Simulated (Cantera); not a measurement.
Charge: 1 mol B, 6.5 mol H2, 0.46 mol N2, at 1500 Pa.

Method: chemical equilibrium by Gibbs-energy minimisation in Cantera with the NASA 1993 tables (ideal gas, pure condensed phases). Candidate condensed phases: B, BN; 15 gas species. N2 is the only nitrogen source here; it is nearly inert below about 1500 K, so the nitride shown seldom forms there in practice. Mutual solubility and eutectic melting of coexisting phases are not modelled. The tables' values for BH2 are old estimates; treat these amounts as uncertain. Equilibrium is a limit: real reactors are often held back by kinetics, nucleation or transport.

log p: log10 of the partial pressure in bar; n: condensed amount in mol.

```csv
T (°C),log p H2,log p H,log p N2,log p BH2,log p B,n B(s),n BN(s),n B(l)
802,-1.82,-8.75,<-13,-9.51,<-13,0.0800,0.920,0
902,-1.82,-7.82,-13.08,-8.70,<-13,0.0800,0.920,0
1002,-1.82,-7.04,-11.34,-8.02,<-13,0.0800,0.920,0
1102,-1.82,-6.38,-9.85,-7.44,-13.48,0.0800,0.920,0
1202,-1.82,[?],[?],-6.94,[?],0.0799,0.920,0
1302,-1.82,-5.29,-7.44,-6.51,-10.79,0.0799,0.920,0
1402,-1.82,-4.85,-6.45,-6.13,-9.69,0.0800,0.920,0
1502,-1.83,[?],[?],-5.79,[?],0.0816,0.918,0
1602,-1.83,-4.10,-4.79,-5.49,-7.84,0.0925,0.906,0
1702,-1.83,-3.78,-4.09,-5.22,-7.06,0.148,0.849,0
1802,-1.84,-3.50,-3.46,-4.99,-6.35,0.386,0.610,0
1902,-1.87,-3.25,-3.01,-4.80,-5.71,0.991,0,0
2002,-1.88,-3.01,-3.02,-4.61,-5.13,0.984,0,0
2102,-1.91,-2.80,-3.03,-4.46,-4.61,0,0,0.970
```

Task: Fill in the missing entries.

Result: 
- 1202, log p H: -5.80
- 1202, log p N2: -8.56
- 1202, log p B: -12.04
- 1502, log p H: -4.45
- 1502, log p N2: -5.57
- 1502, log p B: -8.71
